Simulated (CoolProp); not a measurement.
Vapour-liquid equilibrium of R113 (1) + n-hexane (2) at 0.0242 bar; x and y are mole fractions of (1).

Computed with CoolProp (multi-fluid Helmholtz-energy mixture model, Marx 1992 and Thol 2019; pair parameters Bell 2016).

Q: Give the bubble temperature and the first vapour's composition at x = 0.2, 0.65, 0.8. Is there an azeotrope?

A: x = 0.2: -23.1 °C, y = 0.485; x = 0.65: -29.6 °C, y = 0.825; x = 0.8: -30.9 °C, y = 0.898. No azeotrope shows between x = 0.05 and 0.95.

The pair parameters rest on a limited set of measurements; away from them the model extrapolates.
